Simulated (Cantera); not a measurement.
Feed: 1 mol SiH2Cl2, 0.0046 mol C3H8, 270 mol H2, held at 2498 K and 10.0 mbar.

Equilibrium computed with Cantera from the NASA thermochemical tables; the gas is ideal and each condensed phase is pure. Candidate condensed phases: C, C6H6, C7H8, C8H18, Si, SiC; 109 gas species. Kinetics and transport are ignored.

Base state: H2 0.771, H 0.219, HCl 0.00542, Si 0.00317, Cl 0.00109, SiH 7.37e-5, C2H2 (acetylene) 1.92e-5 (mole fractions); condensed: gas only.

What changes in the equilibrium state with this change: temperature from 2498 K to 2673 K?


```csv
species,before,after
H2,0.771,0.596
H,0.219,0.396
HCl,0.00542,0.00401
Si,0.00317,0.00288
Cl,0.00109,0.00186
SiH,7.37e-5,4.59e-5
```

What changes in the equilibrium state with this change: C3H8 from 0.0046 to 0.72 mol?


| species | before | after |
|---|---|---|
| H2 | 0.771 | 0.769 |
| H | 0.219 | 0.218 |
| HCl | 0.00542 | 0.00537 |
| C2H2 (acetylene) | 1.92e-5 | 0.00310 |
| Si | 0.00317 | 0.00286 |
| C3 | 5.39e-9 | 1.11e-5 |
| C2H | 3.90e-7 | 6.30e-5 |
| SiC2 | 1.90e-6 | 0.000277 |
| SiH | 7.37e-5 | 6.64e-5 |

What changes in the equilibrium state with this change: temperature from 2498 K to 2075 K?


```csv
species,before,after
H2,0.771,0.963
H,0.219,0.0261
HCl,0.00542,0.00697
Si,0.00317,0.00320
SiCl2,3.81e-7,3.49e-5
Si2C,6.17e-7,3.62e-5
Si2,5.71e-7,1.24e-5
```
The tables' values for SiCl are old estimates; treat these amounts as uncertain. Gases not in the tables: Si2H6 and higher silanes.
